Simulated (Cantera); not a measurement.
Feed: 1 mol Nb, 3 mol N2O, held at 1.10e-5 bar.

Cantera equilibrium calculation (NASA polynomials, part measured and part estimated; ideal gas, pure solids and liquids). Candidate condensed phases: Nb, NbO, NbO2, Nb2O5; 12 gas species. Condensed phases not in the tables: the oxides between NbO2 and Nb2O5. Kinetics and transport are ignored.

What share of the Nb ends up in condensed phases as a function of T (K), at 1500, 1575, 1650, 1725, 1800, 1875, 1950?


| T (K) | Nb condensed (%) | as |
|---|---|---|
| 1500 | 100.0 | Nb2O5(s) |
| 1575 | 100.0 | Nb2O5(s) |
| 1650 | 100.0 | Nb2O5(s) |
| 1725 | 100.0 | Nb2O5(s) |
| 1800 | 99.6 | Nb2O5(l) |
| 1875 | 97.7 | Nb2O5(l) |
| 1950 | 87.6 | Nb2O5(l) |
